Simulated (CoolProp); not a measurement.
Computed with CoolProp (reference Helmholtz-energy equation of state, Gao 2020).

Task: Give the vapour pressure (kPa), liquid cp (kJ/(kg K)), surface tension (mN/m), vapour viscosity (µPa s) of saturated ammonia at 288.3, 341.9 K.

Result: 
```csv
T (K),p (kPa),liquid cp (kJ/(kg K)),surface tension (mN/m),vapour viscosity (µPa s)
288.3,732,4.70,22.8,9.52
341.9,3220,5.44,10.9,11.4
```

Viscosity comes from a separate model (Fenghour 1995). Surface tension comes from a separate correlation (Mulero 2012).
